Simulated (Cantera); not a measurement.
Charge: 1 mol Si₃N₄, 0.12 mol H₂O, 28 mol N₂.

Cantera equilibrium calculation (NASA polynomials, part measured and part estimated; ideal gas, pure solids and liquids). Candidate condensed phases: H₂O, Si, SiO₂, Si₂N₂O, Si₃N₄; 35 gas species. Mutual solubility and eutectic melting of coexisting phases are not modelled. Equilibrium is a limit: real reactors are often held back by kinetics, nucleation or transport.

Stable condensed phases, one row left out:

```
T in °C \ P in Pa
            0.10    0.60     3.6      22     130     770    4600   28000  170000 1000000
   1202        A       A       B       C       C       C       C       C       C       C
   1152        A       A       C       C       C       C       C       C       C       C
   1102        A       B       C       C       C       C       C       C       C       C
   1052        B       C       C       C       C       C       C       C       C       C
    952        C       C       C       C       C       C       C       C       C       C
    902        C       C       C       C       C       C       C       C       C       C
    852        C       C       C       C       C       C       C       C       C       C
    802        C       C       C       C       C       C       C       C       C       C
```

A: Si; B: Si₃N₄; C: Si₂N₂O + Si₃N₄.

Q: Give the row for 1002 °C.

A: 0.10: Si₂N₂O + Si₃N₄; 0.60: Si₂N₂O + Si₃N₄; 3.6: Si₂N₂O + Si₃N₄; 22: Si₂N₂O + Si₃N₄; 130: Si₂N₂O + Si₃N₄; 770: Si₂N₂O + Si₃N₄; 4600: Si₂N₂O + Si₃N₄; 28000: Si₂N₂O + Si₃N₄; 170000: Si₂N₂O + Si₃N₄; 1000000: Si₂N₂O + Si₃N₄.
